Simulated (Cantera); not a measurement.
# Abatement and gas-phase synthesis: HCl + O2

Charge: 1 mol HCl, 0.95 mol O2, at 2700 Pa.

Method: chemical equilibrium by Gibbs-energy minimisation in Cantera with the NASA 1993 tables (ideal gas, pure condensed phases). Candidate condensed phases: H2O; 14 gas species. Rates play no part.

From 1700 K to 3300 K nothing is condensed.

```csv
T (K),log p O2,log p O,log p HCl,log p Cl,log p H,log p H2O,log p OH,log p H2
1700,-1.91,-5.31,-1.97,-2.61,-7.13,-2.86,-4.68,-6.60
1900,-1.93,-4.49,-2.02,-2.43,-5.92,-2.72,-4.09,-5.64
2100,-1.96,-3.83,-2.09,-2.30,-4.94,-2.62,-3.62,-4.87
2300,-1.99,-3.30,-2.18,-2.21,-4.14,-2.56,-3.24,-4.25
2500,-2.04,-2.86,-2.29,-2.15,-3.49,-2.57,-2.97,-3.78
2700,-2.13,-2.51,-2.43,-2.12,-2.97,-2.67,-2.79,-3.44
2900,-2.29,-2.24,-2.65,-2.11,-2.58,-2.93,-2.74,-3.29
3100,-2.52,-2.06,-2.96,-2.12,-2.35,-3.41,-2.85,-3.35
3300,-2.84,-1.96,-3.33,-2.14,-2.24,-4.07,-3.10,-3.60
```
log p: log10 of the partial pressure in bar; nothing condenses.
